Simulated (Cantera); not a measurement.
# Stirred combustor or abatement burner

A perfectly stirred reactor is fed with 12.0 % CH4, 18.5 % O2, 69.5 % N2, equivalence ratio 1.3, at 7350 Torr; it is adiabatic with a 773 K inlet, and is followed from long to short residence time, starting on the burning branch (τ in s: 0.067, 0.033, 0.017, 0.0083, 0.0041, 0.002, 0.001, 0.00051, 0.00025, 0.00013, 6.2e-05).

Detailed kinetics in Cantera: GRI-Mech 3.0 (53 species, 325 reactions).

| τ (s) | T (K) | x CH4 | x O2 | x HO2 | x C2H6 | x C2H4 | x CH2O | x N2O |
|---|---|---|---|---|---|---|---|---|
| 0.067 | 2405 | 6.78e-6 | 4.28e-5 | 4.19e-8 | 1.98e-11 | 4.73e-10 | 2.36e-7 | 3.60e-8 |
| 0.033 | 2404 | 1.29e-5 | 5.56e-5 | 4.92e-8 | 7.42e-11 | 1.76e-9 | 4.52e-7 | 3.84e-8 |
| 0.017 | 2403 | 2.28e-5 | 7.75e-5 | 6.20e-8 | 2.43e-10 | 5.68e-9 | 8.24e-7 | 4.24e-8 |
| 0.0083 | 2401 | 4.01e-5 | 0.000120 | 8.78e-8 | 8.13e-10 | 1.87e-8 | 1.54e-6 | 4.95e-8 |
| 0.0041 | 2398 | 6.66e-5 | 0.000194 | 1.35e-7 | 2.47e-9 | 5.55e-8 | 2.79e-6 | 6.07e-8 |
| 0.0020 | 2394 | 0.000107 | 0.000325 | 2.26e-7 | 7.13e-9 | 1.55e-7 | 4.97e-6 | 7.86e-8 |
| 0.0010 | 2389 | 0.000165 | 0.000540 | 3.90e-7 | 1.88e-8 | 3.96e-7 | 8.50e-6 | 1.04e-7 |
| 0.00051 | 2382 | 0.000249 | 0.000890 | 6.85e-7 | 4.69e-8 | 9.51e-7 | 1.42e-5 | 1.39e-7 |
| 0.00025 | 2370 | 0.000390 | 0.00153 | 1.27e-6 | 1.24e-7 | 2.39e-6 | 2.42e-5 | 1.86e-7 |
| 0.00013 | 2356 | 0.000611 | 0.00255 | 2.31e-6 | 3.20e-7 | 5.77e-6 | 4.00e-5 | 2.30e-7 |
| 6.2e-5 | 2328 | 0.00111 | 0.00477 | 4.82e-6 | 1.10e-6 | 1.75e-5 | 7.36e-5 | 2.55e-7 |
x: mole fraction; the columns are a selection and need not sum to one.
